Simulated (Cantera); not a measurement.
Cantera run, input and output.

```python
import numpy as np
import cantera as ct

gas = ct.Solution("gri30.yaml", transport_model="multicomponent")
show = ['CO2', 'C2H2', 'O']

rows = []
print(f"{'T/K':>7s}{'rho':>11s}{'cp':>10s}{'mu':>11s}{'lambda':>11s}{'Pr':>7s}" + "".join(f"{'D_' + s:>11s}" for s in show))
for T in [400, 500, 600, 700, 800, 900, 1000]:
    gas.TPX = T, 17000, {'C2H2': 0.76, 'NH3': 0.36}
    Pr = gas.cp_mass * gas.viscosity / gas.thermal_conductivity
    D = [gas.mix_diff_coeffs_mole[gas.species_index(s)] for s in show]
    rows.append([gas.density, gas.cp_mass, gas.viscosity, gas.thermal_conductivity, Pr, *D])
    print(f"{T:7g}{gas.density:11.4e}{gas.cp_mass:10.1f}{gas.viscosity:11.4e}"
          f"{gas.thermal_conductivity:11.4e}{Pr:7.3f}" + "".join(f"{d:11.4e}" for d in D))
print("SI units: kg/m3, J/kg/K, Pa s, W/m/K, m2/s")
```

It prints:

```
    T/K        rho        cp         mu     lambda     Pr      D_CO2     D_C2H2        D_O
    400 1.1830e-01    2010.7 1.3713e-05 3.8319e-02  0.720 1.3705e-04 1.7376e-04 2.8106e-04
    500 9.4637e-02    2187.6 1.6690e-05 5.0764e-02  0.719 2.0813e-04 2.6674e-04 4.1672e-04
    600 7.8864e-02    2333.5 1.9458e-05 6.3172e-02  0.719 2.9058e-04 3.7550e-04 5.7195e-04
    700 6.7598e-02    2459.0 2.2050e-05 7.5484e-02  0.718 3.8347e-04 4.9869e-04 7.4535e-04
    800 5.9148e-02    2571.6 2.4494e-05 8.7728e-02  0.718 4.8607e-04 6.3526e-04 9.3587e-04
    900 5.2576e-02    2676.6 2.6811e-05 9.9974e-02  0.718 5.9780e-04 7.8435e-04 1.1426e-03
   1000 4.7319e-02    2776.3 2.9019e-05 1.1229e-01  0.717 7.1819e-04 9.4526e-04 1.3649e-03
SI units: kg/m3, J/kg/K, Pa s, W/m/K, m2/s
```

Computed with Cantera and GRI-Mech 3.0 (53 species, 325 reactions). Polar gases are described roughly by these parameters.
